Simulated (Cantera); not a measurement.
A freely propagating, adiabatic, planar premixed flame of 12.8 % CH4, 18.3 % O2, 68.8 % N2, equivalence ratio 1.4, unburnt at 623 K and 0.400 bar; mixture-averaged transport, grid criteria slope 0.08 and curve 0.16, no radiation.

Model: GRI-Mech 3.0 (53 species, 325 reactions), integrated in Cantera. Burning velocities carry a grid error of a few per cent, more on coarse grids.

**Question.** Predict: laminar burning velocity; thermal thickness; peak x(H); peak x(CO); peak x(H2).

**Answer.** 
```json
{
 "laminar_burning_velocity": "109 cm/s",
 "thermal_thickness": "0.934 mm",
 "peak x(H)": "0.0107",
 "peak x(CO)": "0.0840",
 "peak x(H2)": "0.0616"
}
```
